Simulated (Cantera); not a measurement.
An isothermal plug-flow reactor at 1025 K and 2.80 bar (inlet), inlet velocity 1.6 m/s, active area per volume 1800 1/m; feed 0.368 % CH₄, 2.70 % O₂, 96.9 % N₂.

Cantera simulation using Deutschmann's 1995 Pt surface mechanism with GRI-Mech 3.0 gas chemistry; the numbers are that mechanism's predictions, not measurements. Catalytic surfaces can have several steady states; this one follows from the mechanism file's or the stated starting coverage. Mass transfer to the wall is taken as infinitely fast.

One state of this run: x CH₄ = 0.00263; x O₂ = 0.0249; x H₂O = 0.00210; x CO₂ = 0.00105; x CO = 1.60e-6; θ free Pt = 0.246; θ O* = 0.752; θ OH* = 0.00138. x: gas mole fraction; θ: surface coverage.

### Question
Which value of z (m) does it belong to?
(A) 0.00026
(B) 0.0055
(C) 0.026
(D) 0.0026

### Answer
D, 0.0026
